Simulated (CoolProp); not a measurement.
Vapour-liquid equilibrium of benzene (1) + dimethyl carbonate (2) at 44.3 kPa; x and y are mole fractions of (1).

Computed with CoolProp (multi-fluid Helmholtz-energy mixture model, Thol 2012 and Zhou 2011; pair parameters Bell 2016).

Problem. Give the bubble temperature and the first vapour's composition at x = 0.2, 0.5, 0.65. Is there an azeotrope?

Solution. x = 0.2: 334.9 K, y = 0.314; x = 0.5: 331.0 K, y = 0.601; x = 0.65: 329.9 K, y = 0.715. No azeotrope shows between x = 0.05 and 0.95.

Pair parameters are fitted to limited data, so mixtures are less certain than the pure fluids.
